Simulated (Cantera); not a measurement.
Charge: 1 mol MgSO₄, 0.44 mol C, 0.041 mol H₂O, at 75.0 Torr.

These are equilibrium values from Cantera (NASA tables, ideal gas, pure condensed phases), not measurements of a reactor. Candidate condensed phases: C, C₆H₆, C₇H₈, C₈H₁₈, H₂O, H₂SO₄, Mg, MgCO₃, MgO, Mg(OH)₂, MgS, MgSO₄, S; 130 gas species. Rates play no part. All values below are at 1425 °C.

Base state: SO₂ 0.648, CO₂ 0.285, O₂ 0.0387, H₂O 0.0265, SO₃ 0.000620, CO 0.000307, OH 0.000215, SO 6.15e-5 (mole fractions); condensed: MgO(s).

**Question.** What changes in the equilibrium state with this change: pressure from 75.0 Torr to 0.0750 Torr?

**Answer.** 
```csv
species,before,after
SO₂,0.648,0.643
CO₂,0.285,0.275
O₂,0.0387,0.0434
CO,0.000307,0.00885
H₂O,0.0265,0.0255
H,1.32e-6,0.000224
O,2.72e-5,0.000912
SO₃,0.000620,2.06e-5
SO,6.15e-5,0.00182
H₂,8.37e-6,0.000241
"MgO(s), mol",1.00,1.000
```
